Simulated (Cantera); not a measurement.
Input: 1 mol V, a varied amount of H₂O, held at 2325 K and 13300 Pa.

Points: n(H2O) (mol) = 0.056, 0.086, 0.13, 0.2, 0.31, 0.47, 0.72, 1.1, 1.7.

Cantera's Mixture.equilibrate('TP', solver="vcs", rtol=1e-11, max_steps=5000) on the NASA tables stopped like this:

```
44  VO(L) 0.0559
T = 2325 K  P = 13332.2 Pa  n(H2O) = 0.086 mol  gas = 0.08746 mol
   x: H2 9.676e-01  H 2.964e-02  V 1.078e-03  H2O 9.195e-04  VO 7.398e-04  VO2 6.680e-05
   condensed (mol): V(L) 0.914  VO(L) 0.08584
T = 2325 K  P = 13332.2 Pa  n(H2O) = 0.13 mol  gas = 0.1322 mol
   x: H2 9.676e-01  H 2.964e-02  V 1.078e-03  H2O 9.195e-04  VO 7.398e-04  VO2 6.680e-05
   condensed (mol): V(L) 0.87  VO(L) 0.1298
T = 2325 K  P = 13332.2 Pa  n(H2O) = 0.2 mol  gas = 0.2034 mol
   x: H2 9.676e-01  H 2.964e-02  V 1.078e-03  H2O 9.195e-04  VO 7.398e-04  VO2 6.680e-05
   condensed (mol): V(L) 0.8  VO(L) 0.1996

*******************************************************************************
CanteraError thrown by VCS_SOLVE::solve_tp_inner:
vcs_solve_TP: ERROR on step change wt[13:V2O3(s)]: -6.938893903907228e-18 < 0.0
*******************************************************************************
```

Problem. What got this run through?

Solution. One answer among several that fit: The failure is numerical, not chemical. The same input converged with solver="gibbs", rtol=1e-10, max_steps=50000, and the result passed a check of the equilibrium conditions:
```
T = 2325 K  P = 13332.2 Pa  n(H2O) = 0.056 mol  gas = 0.05695 mol
   x: H2 9.676e-01  H 2.964e-02  V 1.078e-03  H2O 9.195e-04  VO 7.398e-04  VO2 6.680e-05
   condensed (mol): V(L) 0.944  VO(L) 0.0559
T = 2325 K  P = 13332.2 Pa  n(H2O) = 0.086 mol  gas = 0.08746 mol
   x: H2 9.676e-01  H 2.964e-02  V 1.078e-03  H2O 9.195e-04  VO 7.398e-04  VO2 6.680e-05
   condensed (mol): V(L) 0.914  VO(L) 0.08584
T = 2325 K  P = 13332.2 Pa  n(H2O) = 0.13 mol  gas = 0.1322 mol
   x: H2 9.676e-01  H 2.964e-02  V 1.078e-03  H2O 9.195e-04  VO 7.398e-04  VO2 6.680e-05
   condensed (mol): V(L) 0.87  VO(L) 0.1298
T = 2325 K  P = 13332.2 Pa  n(H2O) = 0.2 mol  gas = 0.2034 mol
   x: H2 9.676e-01  H 2.964e-02  V 1.078e-03  H2O 9.195e-04  VO 7.398e-04  VO2 6.680e-05
   condensed (mol): V(L) 0.8  VO(L) 0.1996
T = 2325 K  P = 13332.2 Pa  n(H2O) = 0.31 mol  gas = 0.3153 mol
   x: H2 9.676e-01  H 2.964e-02  V 1.078e-03  H2O 9.195e-04  VO 7.398e-04  VO2 6.680e-05
   condensed (mol): V(L) 0.69  VO(L) 0.3094
T = 2325 K  P = 13332.2 Pa  n(H2O) = 0.47 mol  gas = 0.478 mol
   x: H2 9.676e-01  H 2.964e-02  V 1.078e-03  H2O 9.195e-04  VO 7.398e-04  VO2 6.680e-05
   condensed (mol): V(L) 0.53  VO(L) 0.4691
T = 2325 K  P = 13332.2 Pa  n(H2O) = 0.72 mol  gas = 0.7322 mol
   x: H2 9.676e-01  H 2.964e-02  V 1.078e-03  H2O 9.195e-04  VO 7.398e-04  VO2 6.680e-05
   condensed (mol): V(L) 0.2799  VO(L) 0.7187
T = 2325 K  P = 13332.2 Pa  n(H2O) = 1.1 mol  gas = 1.124 mol
   x: H2 8.820e-01  H2O 8.197e-02  H 2.830e-02  VO2 6.533e-03  VO 7.398e-04  OH 4.385e-04  V 1.103e-05
   condensed (mol): VO(L) 0.9918
T = 2325 K  P = 13332.2 Pa  n(H2O) = 1.7 mol  gas = 1.743 mol
   x: H2 8.436e-01  H2O 1.175e-01  H 2.767e-02  VO2 9.792e-03  VO 7.398e-04  OH 6.428e-04  O 1.432e-05
   condensed (mol): VO(L) 0.02774  V2O3(s) 0.4769
```

The gas is ideal and each condensed phase is pure. Each liquid is taken as pure. Mutual solubility and eutectic melting of coexisting phases are not modelled. VO: taken at fixed stoichiometry. Condensed phases not in the tables: the oxides between V2O3 and V2O5 other than VO2, N, O or C dissolved in the metal.
